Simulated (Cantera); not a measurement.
Charge: 1 mol SiC, 0.053 mol CO2, 60 mol N2, 0.49 mol O2, at 0.00825 Torr.

These are equilibrium values from Cantera (NASA tables, ideal gas, pure condensed phases), not measurements of a reactor. Candidate condensed phases: C, Si, SiC, SiO2, Si2N2O, Si3N4; 34 gas species. Kinetics and transport are ignored. All values below are at 1523 K.

Base state: N2 0.982, CO 0.00945, SiO 0.00832, Si 0.000264 (mole fractions); condensed: SiC(s).

Q: What changes in the equilibrium state with this change: 0.42 mol H2O added?

A: 
```json
[
 {"species": "N2", "before": "0.982", "after": "0.968"},
 {"species": "CO", "before": "0.00945", "after": "0.0127"},
 {"species": "SiO", "before": "0.00832", "after": "0.0116"},
 {"species": "H2", "before": "0", "after": "0.00650"},
 {"species": "H", "before": "0", "after": "0.000562"},
 {"species": "Si", "before": "0.000264", "after": "0.000268"},
 {"species": "SiC(s), mol", "before": "0.475", "after": "0.265"}
]
```
Further candidate phases: C6H6, C7H8, C8H18, H2O.
